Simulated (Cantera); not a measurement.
What does this Cantera script print?

```python
import numpy as np
import cantera as ct

gas = ct.Solution("gri30.yaml")
gas.TPX = 700, 14000, {'CH3OH': 1, 'O2': 1.9, 'N2': 7.14}
flame = ct.FreeFlame(gas, width=0.16)
flame.set_refine_criteria(ratio=3, slope=0.08, curve=0.16)
flame.transport_model = "mixture-averaged"
flame.solve(loglevel=0, auto=True)
z, T = flame.grid, flame.T
thick = (T[-1] - T[0]) / np.gradient(T, z).max()
show = ['CH3OH', 'O2', 'O', 'H2', 'CO', 'CH3']
print(f"laminar burning velocity  {flame.velocity[0] * 100:.3f} cm/s")
print(f"burnt temperature         {T[-1]:.1f} K")
print(f"thermal thickness         {thick * 1e3:.4f} mm")
print(f"grid points               {len(z)}")
z0 = z[flame.heat_release_rate.argmax()]
print(f"{'z/mm':>9s}{'T/K':>9s}{'u/(m/s)':>9s}" + "".join(f"{s:>11s}" for s in show))
rows = []
for k in (-3, -2, -1.5, -1, -0.5, -0.25, 0, 0.25, 0.5, 1, 2, 4, 8):
    zz = z0 + k * thick
    rows.append([k * thick, np.interp(zz, z, T), np.interp(zz, z, flame.velocity),
                 *(np.interp(zz, z, flame.X[gas.species_index(s)]) for s in show)])
    print(f"{rows[-1][0] * 1e3:9.3f}{rows[-1][1]:9.1f}{rows[-1][2]:9.3f}" + "".join(f"{x:11.3e}" for x in rows[-1][3:]))
```

Result:

```
laminar burning velocity  178.296 cm/s
burnt temperature         2221.6 K
thermal thickness         1.6560 mm
grid points               151
     z/mm      T/K  u/(m/s)      CH3OH         O2          O         H2         CO        CH3
   -4.968    700.4    1.787  9.941e-02  1.889e-01  9.639e-17  1.871e-03  1.527e-05  7.296e-12
   -3.312    703.2    1.799  9.903e-02  1.881e-01  1.933e-14  4.551e-03  1.381e-04  7.461e-11
   -2.484    712.5    1.830  9.829e-02  1.866e-01  1.401e-12  7.401e-03  5.554e-04  4.072e-10
   -1.656    763.7    1.979  9.476e-02  1.812e-01  3.570e-10  1.236e-02  2.959e-03  6.717e-09
   -0.828   1028.6    2.734  7.249e-02  1.568e-01  4.286e-07  2.015e-02  1.701e-02  9.515e-07
   -0.414   1343.5    3.659  4.026e-02  1.279e-01  2.420e-05  2.448e-02  3.622e-02  1.947e-05
    0.000   1685.1    4.706  6.648e-03  9.542e-02  8.037e-04  2.491e-02  5.868e-02  1.207e-04
    0.414   1797.6    5.051  1.268e-04  7.449e-02  4.314e-03  1.789e-02  5.842e-02  2.832e-05
    0.828   1817.8    5.098  7.724e-07  6.323e-02  7.073e-03  1.339e-02  4.889e-02  1.012e-06
    1.656   1842.6    5.141  6.679e-11  5.508e-02  8.795e-03  1.202e-02  3.566e-02  5.308e-09
    3.312   1874.4    5.202  1.674e-15  5.113e-02  9.051e-03  1.243e-02  2.580e-02  1.010e-12
    6.624   1915.5    5.297  2.017e-18  4.938e-02  8.375e-03  1.193e-02  2.249e-02  5.377e-16
   13.248   1974.1    5.436  8.854e-19  4.783e-02  7.068e-03  1.056e-02  2.067e-02  2.798e-17
```

Cantera simulation using GRI-Mech 3.0 (53 species, 325 reactions); the numbers are that mechanism's predictions, not measurements. GRI-Mech 3.0 was tuned for natural gas; its chemistry of methanol as a main component is partial and can be far from experiment. Burning velocities carry a grid error of a few per cent, more on coarse grids.
